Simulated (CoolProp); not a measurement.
Fluoroethane (R161) along the isobar 5 MPa: Z from the reference equation and from simpler models built on Tc = 375.2 K, pc = 5.010 MPa, ω = 0.216; each cubic takes its own stable root.

The numbers come from the reference Helmholtz-energy equation of state, Wu 2012 in CoolProp.

```tsv
T (K)	phase	reference	van der Waals	Redlich-Kwong	Soave-Redlich-Kwong	Peng-Robinson
277.6	liquid	0.1369	0.2363	0.1663	0.1612	0.1426
289.8	liquid	0.1349	0.2329	0.1652	0.1599	0.1414
301.9	liquid	0.1336	0.2307	0.1653	0.1597	0.1412
314.1	liquid	0.1332	0.2298	0.1666	0.1608	0.1422
326.3	liquid	0.1339	0.2307	0.1695	0.1636	0.1447
338.4	liquid	0.1358	0.2339	0.1747	0.1687	0.1495
350.6	liquid	0.1400	0.2410	0.1839	0.1779	0.1580
362.8	liquid	0.1488	0.2564	0.2019	0.1962	0.1753
387.1	gas	0.5611	0.5832	0.5669	0.5806	0.5517
```
